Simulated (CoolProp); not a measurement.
Properties of R1132(E) along the isobar 6.5 MPa (Tc = 348.8 K, pc = 5.174 MPa, ω = 0.245).

Values from CoolProp's reference Helmholtz-energy equation of state, Akasaka 2024.

```csv
T (K),phase,density (kg/m³),cp (kJ/(kg K)),cv (kJ/(kg K)),expansivity (1/kK)
329.1,liquid,819.1,2.127,1.093,6.350
337.9,liquid,768.3,2.358,1.104,8.411
346.8,liquid,700.5,2.857,1.122,13.16
355.7,supercritical,581.8,5.031,1.163,36.13
364.5,supercritical,345.2,5.727,1.183,51.22
373.4,supercritical,257.8,2.966,1.132,21.81
382.3,supercritical,221.1,2.242,1.106,13.95
391.1,supercritical,198.9,1.932,1.093,10.50
400,supercritical,182.8,1.759,1.087,8.516
```

The peak of cp marks the crossing from liquid-like to gas-like fluid above the critical point.
